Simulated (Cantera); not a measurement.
**Sublimation and decomposition of ceramics: Si₃N₄ + Si + H₂**

Feed: 1 mol Si₃N₄, 0.0085 mol Si, 0.025 mol H₂, at 0.133 bar.

Method: chemical equilibrium by Gibbs-energy minimisation in Cantera with the NASA 1993 tables (ideal gas, pure condensed phases). Candidate condensed phases: Si, Si₃N₄; 18 gas species. The tables' values for SiN are old estimates; treat these amounts as uncertain. Kinetics and transport are ignored.

```tsv
T (°C)	x N₂	x Si	x Si₂	x H₂	x H	n Si(l)
1827	0.986	0.00100	1.30e-5	0.0118	0.000929	3.01
1902	0.984	0.00216	3.30e-5	0.0116	0.00144	3.00
1977	0.982	0.00444	7.83e-5	0.0112	0.00215	3.00
2052	0.976	0.00870	0.000175	0.0106	0.00310	2.99
2127	0.968	0.0163	0.000373	0.00984	0.00432	2.97
2202	0.953	0.0295	0.000758	0.00887	0.00580	2.94
2277	0.928	0.0514	0.00147	0.00767	0.00748	2.88
2352	0.889	0.0867	0.00276	0.00626	0.00920	2.78
2427	0.830	0.142	0.00497	0.00471	0.0107	2.61
2502	0.739	0.227	0.00868	0.00313	0.0115	2.31
2577	0.606	0.352	0.0147	0.00170	0.0110	1.68
2652	0.414	0.536	0.0242	0.000623	0.00852	0.0927
2727	0.403	0.556	0.0189	0.000414	0.00879	0
```
x: gas mole fraction; n: condensed amount in mol.

From 1827 °C to 2652 °C the condensed part is Si(l). At 2727 °C nothing is condensed. The main Si-bearing gas is Si throughout. The share of Si in condensed phases is highest at 1827 °C (99.9 %) and lowest at 2727 °C (0.0 %).
